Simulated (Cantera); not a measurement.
Input (Python, Cantera):

```python
import numpy as np
import cantera as ct

gas = ct.Solution("gri30.yaml")
gas.TPX = 1450, 240000, {'CH2O': 0.0069, 'O2': 0.005, 'N2': 1}
inlet = ct.Reservoir(gas, clone=True)

reactor = ct.IdealGasConstPressureReactor(gas, energy="off", clone=False)
exhaust = ct.Reservoir(gas, clone=True)
tau = [2.2, 0.44, 0.092, 0.019, 0.0039, 0.0008, 0.00017][0]
for a, b in ((inlet, reactor), (reactor, exhaust)):
    ct.MassFlowController(a, b, mdot=lambda t: reactor.mass / tau)
net = ct.ReactorNet([reactor])
show = ['CH2O', 'O2', 'C2H6', 'N2O', 'C2H4']

rows = []
print(f"{'tau/s':>10s}{'T/K':>9s}" + "".join(f"{s:>11s}" for s in show))
for tau in [2.2, 0.44, 0.092, 0.019, 0.0039, 0.0008, 0.00017]:
    net.initial_time = 0.0
    net.advance(30 * tau)
    before = gas.X
    net.advance(40 * tau)
    drift = np.max(np.abs(gas.X - before) / (gas.X + 1e-9))
    rows.append([gas.T, *gas[show].X, drift])
    print(f"{tau:10.3e}{gas.T:9.1f}" + "".join(f"{x:11.3e}" for x in gas[show].X))
```

Output:

```
     tau/s      T/K       CH2O         O2       C2H6        N2O       C2H4
 2.200e+00   1450.0  1.251e-07  4.243e-06  2.060e-17  2.355e-09  1.350e-16
 4.400e-01   1450.0  2.876e-07  1.091e-05  9.535e-17  5.468e-09  6.772e-16
 9.200e-02   1450.0  6.657e-07  3.046e-05  3.801e-16  1.231e-08  3.373e-15
 1.900e-02   1450.0  1.647e-06  9.702e-05  1.323e-15  2.750e-08  1.485e-14
 3.900e-03   1450.0  4.571e-06  3.215e-04  4.141e-15  5.673e-08  5.425e-14
 8.000e-04   1450.0  1.551e-05  9.203e-04  1.736e-14  9.139e-08  2.286e-13
 1.700e-04   1450.0  7.985e-05  2.126e-03  2.173e-13  7.584e-08  2.157e-12
```

Cantera simulation using GRI-Mech 3.0 (53 species, 325 reactions); the numbers are that mechanism's predictions, not measurements.
